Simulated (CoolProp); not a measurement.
Vapour-liquid equilibrium of toluene (1) + n-octane (2) at 314.1 K; x and y are mole fractions of (1).

Model: multi-fluid Helmholtz-energy mixture model, Lemmon 2006 and Beckmüller 2019; pair parameters Bell 2016, in CoolProp.

Q: Give the bubble pressure and the first vapour's composition at x = 0.05, 0.5, 0.95. Is there an azeotrope?

A: x = 0.05: 0.04723 bar, y = 0.123; x = 0.5: 0.07041 bar, y = 0.659; x = 0.95: 0.08174 bar, y = 0.959. No azeotrope shows between x = 0.05 and 0.95.

Pair parameters are fitted to limited data, so mixtures are less certain than the pure fluids.
